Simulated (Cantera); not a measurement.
SiCl4 + H2 (chlorosilane synthesis and conversion)

Input: 1 mol SiCl4, 1.8 mol H2, held at 0.100 bar.

Equilibrium computed with Cantera from the NASA thermochemical tables; the gas is ideal and each condensed phase is pure. Candidate condensed phases: Si; 19 gas species. The tables' values for SiCl3 are old estimates; treat these amounts as uncertain. Rates play no part.

| T (K) | log p H2 | log p SiCl4 | log p HCl | log p SiHCl3 | log p SiCl3 | log p SiCl2 |
|---|---|---|---|---|---|---|
| 650 | -1.19 | -1.45 | -3.37 | -3.37 | -7.55 | -10.84 |
| 700 | -1.20 | -1.46 | -3.17 | -3.17 | -6.73 | -9.50 |
| 750 | -1.20 | -1.46 | -3.00 | -3.00 | -6.03 | -8.33 |
| 800 | -1.20 | -1.46 | -2.85 | -2.86 | -5.42 | -7.32 |
| 850 | -1.20 | -1.47 | -2.72 | -2.73 | -4.88 | -6.43 |
| 900 | -1.21 | -1.48 | -2.61 | -2.62 | -4.40 | -5.64 |
| 950 | -1.21 | -1.49 | -2.51 | -2.53 | -3.98 | -4.95 |
| 1000 | -1.22 | -1.50 | -2.41 | -2.46 | -3.61 | -4.34 |
| 1050 | -1.23 | -1.51 | -2.31 | -2.41 | -3.29 | -3.81 |
| 1100 | -1.23 | -1.53 | -2.21 | -2.38 | -3.02 | -3.36 |
| 1150 | -1.24 | -1.55 | -2.10 | -2.38 | -2.79 | -3.00 |
log p: log10 of the partial pressure in bar; nothing condenses.

From 650 K to 1150 K nothing is condensed. The main Si-bearing gas is SiCl4 throughout.
